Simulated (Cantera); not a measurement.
A closed system holds: 1 mol SiH2Cl2, 0.28 mol N2O, 56 mol N2, at 1.00 bar.

These are equilibrium values from Cantera (NASA tables, ideal gas, pure condensed phases), not measurements of a reactor. Candidate condensed phases: H2O, NH4Cl, Si, SiO2, Si2N2O, Si3N4; 47 gas species. Mutual solubility and eutectic melting of coexisting phases are not modelled. The tables' values for SiCl3 are old estimates; treat these amounts as uncertain. Rates play no part. All values below are at 1450 °C.

Base state: N2 0.966, HCl 0.0216, H2 0.00648, SiCl2 0.00451, SiCl3 0.000870, SiCl4 0.000315, Cl 3.79e-5, SiHCl3 1.95e-5 (mole fractions); condensed: Si2N2O(s) + Si3N4(s).

Q: What changes in the equilibrium state with this change: SiH2Cl2 replaced by SiF4?

A: 
```tsv
species	before	after
N2	0.966	0.980
SiF4	0	0.0174
O2	<1e-9	0.00225
HCl	0.0216	0
H2	0.00648	0
SiCl2	0.00451	0
Si2N2O(s), mol	0.279	0
Si3N4(s), mol	0.0366	0
```
